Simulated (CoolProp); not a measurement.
Vapour-liquid equilibrium of CH2F2 (R32) (1) + R125 (2) at 220.4 K; x and y are mole fractions of (1).

Computed with CoolProp (multi-fluid Helmholtz-energy mixture model, Tillner-Roth 1997 and Lemmon 2005; pair parameters Lemmon 2004).

| x | bubble pressure, mixture model (kPa) | bubble pressure, Raoult's law (kPa) | y, mixture model | y, Raoult's law |
|---|---|---|---|---|
| 0.05 | … | 80.93 | 0.064 | 0.059 |
| 0.125 | 83.28 | 82.10 | … | 0.146 |
| 0.2 | 85.16 | 83.27 | 0.245 | 0.230 |
| 0.275 | 86.98 | 84.44 | 0.329 | 0.312 |
| 0.35 | 88.71 | 85.62 | 0.407 | 0.392 |
| 0.425 | 90.32 | 86.79 | 0.481 | 0.469 |
| 0.5 | 91.78 | 87.96 | 0.551 | 0.544 |
| 0.575 | 93.07 | 89.13 | … | 0.618 |
| 0.65 | 94.17 | 90.31 | … | 0.689 |
| 0.725 | 95.06 | 91.48 | 0.748 | 0.759 |
| 0.8 | 95.71 | 92.65 | 0.812 | 0.827 |
| 0.875 | 96.07 | 93.82 | 0.878 | 0.893 |
| 0.95 | 96.06 | 95.00 | 0.948 | 0.958 |

**Question.** What belongs in the gaps?

**Answer.** 
- 0.05, bubble pressure, mixture model (kPa): 81.38
- 0.125, y, mixture model: 0.157
- 0.575, y, mixture model: 0.619
- 0.65, y, mixture model: 0.684

The largest gap from Raoult's law is +4.4 % in bubble pressure, at x = 0.575. y crosses x between x = 0.875 and 0.95: the model has an azeotrope there.

Pair parameters are fitted to limited data, so mixtures are less certain than the pure fluids.
